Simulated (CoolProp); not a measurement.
Vapour-liquid equilibrium of propylene (1) + 1-butene (2) at 315.3 K; x and y are mole fractions of (1).

Computed with CoolProp (multi-fluid Helmholtz-energy mixture model, Lemmon 2013 and Lemmon 2005; pair parameters Bell 2016).

### Question
Give the bubble pressure and the first vapour's composition at x = 0.65, 0.725, 0.8. Is there an azeotrope?

### Answer
x = 0.65: 1247 kPa, y = 0.831; x = 0.725: 1345 kPa, y = 0.873; x = 0.8: 1445 kPa, y = 0.911. No azeotrope shows between x = 0.05 and 0.95.

Pair parameters are fitted to limited data, so mixtures are less certain than the pure fluids.
